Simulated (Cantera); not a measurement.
**Reactions in the system F-H-S**

Source: NASA polynomial tables (part measured, part estimated), evaluated in Cantera. Values are per mole of reaction as written; species without (g) are pure solids or liquids, kept so even where they would boil at 1 bar.

4 F(g) + H2S(g) ⇌ 2 H(g) + SF4(g)

| T (K) | ΔH° (kJ) | ΔS° (J/K) | ΔG° (kJ) | log10 K |
|---|---|---|---|---|
| 2623 | -598.6 | -289.9 | 161.8 | -3.22 |
| 2648 | -598.4 | -289.8 | 169.1 | -3.33 |
| 2673 | -598.2 | -289.7 | 176.3 | -3.45 |
| 2698 | -598.0 | -289.7 | 183.6 | -3.55 |
| 2723 | -597.8 | -289.6 | 190.8 | -3.66 |
| 2748 | -597.5 | -289.5 | 198.0 | -3.76 |
| 2773 | -597.3 | -289.4 | 205.3 | -3.87 |
| 2798 | -597.1 | -289.4 | 212.5 | -3.97 |
| 2823 | -596.9 | -289.3 | 219.7 | -4.07 |
| 2848 | -596.7 | -289.2 | 227.0 | -4.16 |

8 H(g) + SF6(g) ⇌ H2S(g) + 6 HF(g)

```tsv
T (K)	ΔH° (kJ)	ΔS° (J/K)	ΔG° (kJ)	log10 K
2623	-2349.8	-127.6	-2015.1	40.13
2648	-2351.2	-128.1	-2011.9	39.69
2673	-2352.5	-128.6	-2008.7	39.25
2698	-2353.8	-129.1	-2005.4	38.83
2723	-2355.0	-129.6	-2002.2	38.41
2748	-2356.3	-130.0	-1999.0	38.00
2773	-2357.6	-130.5	-1995.7	37.59
2798	-2358.8	-131.0	-1992.4	37.20
2823	-2360.1	-131.4	-1989.2	36.80
2848	-2361.3	-131.8	-1985.9	36.42
```
